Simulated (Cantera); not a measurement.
Input (Python, Cantera) and output of one run.

```python
import numpy as np
import cantera as ct

gas_names = """
    CL CL2 H HCL H2 N NH NH2 NH3 N2 N2H2 N2H4 Si SiCL SiCL2 SiCL3 SiCL4 SiH SiHCL3 SiH2 SiH2CL2 SiH3
    SiH3CL SiH4 SiN Si2 Si2N Si3
""".split()
cond_names = """
    NH4CL(a) NH4CL(b) Si(cr) Si(L) Si3N4(a)
""".split()


# ... load() reads the species with a 1 bar reference pressure and builds the phases ...
atoms = {
    'SiHCl3': {'Si': 1, 'H': 1, 'CL': 3},
    'Cl2': {'CL': 2},
    'N2': {'N': 2},
}
top_T = {'Si3N4(a)': 2400}  # K; cautious upper limits of use, not melting points


# ... equilibrate(T, P, feed) seeds the gas with the atoms and calls Mixture.equilibrate('TP', solver="vcs", rtol=1e-11, max_steps=5000) ...
results = []
feed = {'SiHCl3': 1, 'Cl2': 0.3, 'N2': 26}  # mol
P = 28000  # Pa
for T in [1098, 1123, 1148, 1173, 1198, 1223, 1248, 1273, 1298, 1323, 1348, 1373, 1398, 1423]:
    mix = equilibrate(T, P, feed)
    results.append((T, P, feed, dict(zip(mix.species_names, mix.species_moles))))
    x = sorted(zip(gas.X, gas.species_names), reverse=True)
    print(f"T = {T:g} K  P = {P:g} Pa  gas = {mix.phase_moles(0):.4g} mol")
    print("   x: " + "  ".join(f"{s} {v:.3e}" for v, s in x if v > 1e-05))
    print("   condensed (mol): " + ("  ".join(f"{mix.phase(i).name} {mix.phase_moles(i):.4g}"
          for i in range(1, mix.n_phases) if mix.phase_moles(i) > 1e-12) or "none"))
```

Result:

```
T = 1098 K  P = 28000 Pa  gas = 27.41 mol
   x: N2 9.410e-01  HCL 3.164e-02  SiCL4 2.486e-02  H2 2.409e-03  SiCL3 5.803e-05  SiHCL3 2.754e-05
   condensed (mol): Si3N4(a) 0.1054
T = 1123 K  P = 28000 Pa  gas = 27.41 mol
   x: N2 9.410e-01  HCL 3.178e-02  SiCL4 2.480e-02  H2 2.338e-03  SiCL3 8.677e-05  SiHCL3 3.129e-05
   condensed (mol): Si3N4(a) 0.1056
T = 1148 K  P = 28000 Pa  gas = 27.41 mol
   x: N2 9.409e-01  HCL 3.191e-02  SiCL4 2.474e-02  H2 2.273e-03  SiCL3 1.274e-04  SiHCL3 3.534e-05
   condensed (mol): Si3N4(a) 0.1058
T = 1173 K  P = 28000 Pa  gas = 27.41 mol
   x: N2 9.409e-01  HCL 3.202e-02  SiCL4 2.466e-02  H2 2.212e-03  SiCL3 1.839e-04  SiHCL3 3.969e-05  SiCL2 1.352e-05
   condensed (mol): Si3N4(a) 0.1059
T = 1198 K  P = 28000 Pa  gas = 27.41 mol
   x: N2 9.408e-01  HCL 3.213e-02  SiCL4 2.456e-02  H2 2.156e-03  SiCL3 2.611e-04  SiHCL3 4.433e-05  SiCL2 2.456e-05
   condensed (mol): Si3N4(a) 0.1059
T = 1223 K  P = 28000 Pa  gas = 27.41 mol
   x: N2 9.408e-01  HCL 3.222e-02  SiCL4 2.444e-02  H2 2.104e-03  SiCL3 3.651e-04  SiHCL3 4.926e-05  SiCL2 4.348e-05
   condensed (mol): Si3N4(a) 0.1058
T = 1248 K  P = 28000 Pa  gas = 27.41 mol
   x: N2 9.407e-01  HCL 3.231e-02  SiCL4 2.430e-02  H2 2.056e-03  SiCL3 5.030e-04  SiCL2 7.513e-05  SiHCL3 5.444e-05
   condensed (mol): Si3N4(a) 0.1055
T = 1273 K  P = 28000 Pa  gas = 27.42 mol
   x: N2 9.406e-01  HCL 3.239e-02  SiCL4 2.411e-02  H2 2.012e-03  SiCL3 6.831e-04  SiCL2 1.269e-04  SiHCL3 5.987e-05
   condensed (mol): Si3N4(a) 0.1051
T = 1298 K  P = 28000 Pa  gas = 27.42 mol
   x: N2 9.405e-01  HCL 3.245e-02  SiCL4 2.387e-02  H2 1.973e-03  SiCL3 9.148e-04  SiCL2 2.096e-04  SiHCL3 6.549e-05
   condensed (mol): Si3N4(a) 0.1043
T = 1323 K  P = 28000 Pa  gas = 27.43 mol
   x: N2 9.404e-01  HCL 3.251e-02  SiCL4 2.356e-02  H2 1.938e-03  SiCL3 1.208e-03  SiCL2 3.389e-04  SiHCL3 7.125e-05
   condensed (mol): Si3N4(a) 0.1032
T = 1348 K  P = 28000 Pa  gas = 27.44 mol
   x: N2 9.402e-01  HCL 3.255e-02  SiCL4 2.316e-02  H2 1.909e-03  SiCL3 1.574e-03  SiCL2 5.370e-04  SiHCL3 7.708e-05
   condensed (mol): Si3N4(a) 0.1015
T = 1373 K  P = 28000 Pa  gas = 27.45 mol
   x: N2 9.399e-01  HCL 3.258e-02  SiCL4 2.265e-02  SiCL3 2.020e-03  H2 1.884e-03  SiCL2 8.337e-04  SiHCL3 8.286e-05
   condensed (mol): Si3N4(a) 0.09924
T = 1398 K  P = 28000 Pa  gas = 27.47 mol
   x: N2 9.396e-01  HCL 3.259e-02  SiCL4 2.200e-02  SiCL3 2.556e-03  H2 1.866e-03  SiCL2 1.269e-03  SiHCL3 8.847e-05
   condensed (mol): Si3N4(a) 0.09607
T = 1423 K  P = 28000 Pa  gas = 27.49 mol
   x: N2 9.392e-01  HCL 3.257e-02  SiCL4 2.119e-02  SiCL3 3.184e-03  SiCL2 1.893e-03  H2 1.856e-03  SiHCL3 9.373e-05
   condensed (mol): Si3N4(a) 0.09179
```

Method: chemical equilibrium by Gibbs-energy minimisation in Cantera with the NASA 1993 tables (ideal gas, pure condensed phases). N2 is the only nitrogen source here; it is nearly inert below about 1500 K, so the nitride shown seldom forms there in practice. The tables' values for SiCl3 are old estimates; treat these amounts as uncertain.
